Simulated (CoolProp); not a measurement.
Vapour-liquid equilibrium of 1-butene (1) + acetone (2) at 3.57 bar; x and y are mole fractions of (1).

Values from CoolProp's multi-fluid Helmholtz-energy mixture model, Lemmon 2005 and Lemmon 2006; pair parameters Bell 2016.

Question: Give the bubble temperature and the first vapour's composition at x = 0.125, 0.575, 0.875. Is there an azeotrope?

Answer: x = 0.125: 342.1 K, y = 0.592; x = 0.575: 312.6 K, y = 0.893; x = 0.875: 306.8 K, y = 0.954. No azeotrope shows between x = 0.05 and 0.95.

Pair parameters are fitted to limited data, so mixtures are less certain than the pure fluids. With so large a gap from Raoult's law the liquid may split in two, which this calculation doesn't test in full.
